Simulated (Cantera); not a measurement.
Cantera run, input and output.

```python
import numpy as np
import cantera as ct

surf = ct.Interface("ptcombust.yaml", "Pt_surf")
gas = surf.adjacent["gas"]
gas.TPX = 800, 200000, {'H2': 0.0042, 'O2': 0.086, 'N2': 0.79, 'H2O': 0.068}
surf.TP = 800, 200000
reactor = ct.FlowReactor(gas, clone=False)
reactor.area = 0.0001  # m2
reactor.surface_area_to_volume_ratio = 240  # 1/m
reactor.mass_flow_rate = 0.48 * reactor.area * gas.density  # inlet velocity 0.48 m/s
reactor.energy_enabled = False
wall = ct.ReactorSurface(surf, reactor, clone=False)
net = ct.ReactorNet([reactor])
net.rtol, net.atol = 1e-8, 1e-16
show, cover = ['H2', 'O2', 'H2O'], ['PT(S)', 'H(S)', 'O(S)', 'OH(S)', 'CO(S)', 'C(S)']

rows = []
print(f"{'z/m':>9s}{'u/(m/s)':>9s}" + "".join(f"{s:>13s}" for s in show + cover))
for z in [9.4e-05, 0.00017, 0.0003, 0.00053, 0.00094, 0.0017, 0.003, 0.0053, 0.0094]:
    net.advance(z)
    rows.append([reactor.speed, *gas[show].X, *surf[cover].coverages])
    print(f"{z:9.4g}{rows[-1][0]:9.3g}" + "".join(f"{x:13.4e}" for x in rows[-1][1:]))
```

It prints:

```
      z/m  u/(m/s)           H2           O2          H2O        PT(S)         H(S)         O(S)        OH(S)        CO(S)         C(S)
  9.4e-05     0.48   3.8258e-03   9.0423e-02   7.2341e-02   8.6019e-02   9.8752e-08   9.0248e-01   1.1447e-02   1.3346e-28   1.5713e-31
  0.00017     0.48   3.4393e-03   9.0247e-02   7.2743e-02   7.8764e-02   8.5401e-08   9.1017e-01   1.1017e-02  -2.8264e-27  -9.1669e-31
   0.0003     0.48   2.9206e-03   9.0011e-02   7.3281e-02   6.9290e-02   6.9172e-08   9.2025e-01   1.0412e-02  -2.1402e-27  -7.9704e-30
  0.00053    0.479   2.2788e-03   8.9718e-02   7.3948e-02   5.8146e-02   5.1855e-08   9.3219e-01   9.6236e-03  -2.2480e-25   2.0328e-28
  0.00094    0.479   1.5837e-03   8.9401e-02   7.4669e-02   4.7115e-02   3.6657e-08   9.4411e-01   8.7420e-03   4.4983e-26  -6.5220e-29
   0.0017    0.479   9.2015e-04   8.9099e-02   7.5358e-02   3.7947e-02   2.5561e-08   9.5412e-01   7.9078e-03   3.1187e-28  -4.9069e-31
    0.003    0.479   4.2724e-04   8.8874e-02   7.5870e-02   3.2160e-02   1.9312e-08   9.6050e-01   7.3187e-03  -1.7671e-27  -2.8867e-30
   0.0053    0.479   1.2984e-04   8.8739e-02   7.6178e-02   2.9113e-02   1.6267e-08   9.6388e-01   6.9839e-03   5.3546e-26   8.9630e-31
   0.0094    0.479   1.7716e-05   8.8688e-02   7.6295e-02   2.8050e-02   1.5246e-08   9.6507e-01   6.8624e-03  -1.4266e-27   9.8003e-31
```

Detailed kinetics in Cantera: Deutschmann's 1995 Pt surface mechanism with GRI-Mech 3.0 gas chemistry. Catalytic surfaces can have several steady states; this one follows from the mechanism file's or the stated starting coverage. Mass transfer to the wall is taken as infinitely fast.
